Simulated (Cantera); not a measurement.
A Cantera script and its output.

```python
import numpy as np
import cantera as ct

gas = ct.Solution("h2o2.yaml")
gas.TPX = 475, 100000, {'H2': 1, 'O2': 0.5, 'N2': 1.88}
flame = ct.FreeFlame(gas, width=0.04)
flame.set_refine_criteria(ratio=3, slope=0.08, curve=0.16)
flame.transport_model = "mixture-averaged"
flame.solve(loglevel=0, auto=True)
z, T = flame.grid, flame.T
thick = (T[-1] - T[0]) / np.gradient(T, z).max()
show = ['H2', 'O2', 'OH', 'O', 'H2O', 'HO2']
print(f"laminar burning velocity  {flame.velocity[0] * 100:.3f} cm/s")
print(f"burnt temperature         {T[-1]:.1f} K")
print(f"thermal thickness         {thick * 1e3:.4f} mm")
print(f"grid points               {len(z)}")
z0 = z[flame.heat_release_rate.argmax()]
print(f"{'z/mm':>9s}{'T/K':>9s}{'u/(m/s)':>9s}" + "".join(f"{s:>11s}" for s in show))
rows = []
for k in (-3, -2, -1.5, -1, -0.5, -0.25, 0, 0.25, 0.5, 1, 2, 4, 8):
    zz = z0 + k * thick
    rows.append([k * thick, np.interp(zz, z, T), np.interp(zz, z, flame.velocity),
                 *(np.interp(zz, z, flame.X[gas.species_index(s)]) for s in show)])
    print(f"{rows[-1][0] * 1e3:9.3f}{rows[-1][1]:9.1f}{rows[-1][2]:9.3f}" + "".join(f"{x:11.3e}" for x in rows[-1][3:]))
```

Output:

```
laminar burning velocity  490.441 cm/s
burnt temperature         2470.9 K
thermal thickness         0.4283 mm
grid points               124
     z/mm      T/K  u/(m/s)         H2         O2         OH          O        H2O        HO2
   -1.285    475.0    4.904  2.959e-01  1.479e-01  1.109e-16  7.994e-15  4.219e-13  1.344e-13
   -0.857    475.0    4.904  2.959e-01  1.479e-01  1.657e-14  1.194e-12  5.859e-11  2.246e-11
   -0.642    475.0    4.904  2.959e-01  1.479e-01  4.809e-13  3.456e-11  1.702e-09  8.156e-10
   -0.428    475.0    4.904  2.958e-01  1.479e-01  3.108e-11  1.833e-09  1.088e-07  6.876e-08
   -0.214    483.6    4.968  2.918e-01  1.486e-01  9.047e-06  1.775e-06  2.182e-04  1.145e-04
   -0.107    704.4    7.038  2.578e-01  1.450e-01  9.246e-04  1.913e-04  1.736e-02  2.799e-04
    0.000   1186.1   11.420  1.576e-01  1.083e-01  3.121e-03  4.470e-03  1.022e-01  1.016e-04
    0.107   1522.1   14.465  6.972e-02  5.034e-02  9.390e-03  1.095e-02  2.045e-01  4.102e-05
    0.214   1682.3   15.877  4.891e-02  3.214e-02  1.314e-02  1.195e-02  2.357e-01  2.313e-05
    0.428   1845.4   17.246  4.508e-02  2.598e-02  1.579e-02  1.050e-02  2.494e-01  1.539e-05
    0.857   2009.2   18.567  4.221e-02  2.187e-02  1.711e-02  8.060e-03  2.623e-01  1.032e-05
    1.713   2161.9   19.754  3.720e-02  1.783e-02  1.694e-02  5.565e-03  2.768e-01  6.607e-06
    3.426   2291.7   20.729  3.083e-02  1.408e-02  1.538e-02  3.501e-03  2.912e-01  4.216e-06
```

Computed with Cantera and the H2/O2 subset of GRI-Mech 3.0, which has no nitrogen chemistry. Burning velocities carry a grid error of a few per cent, more on coarse grids.
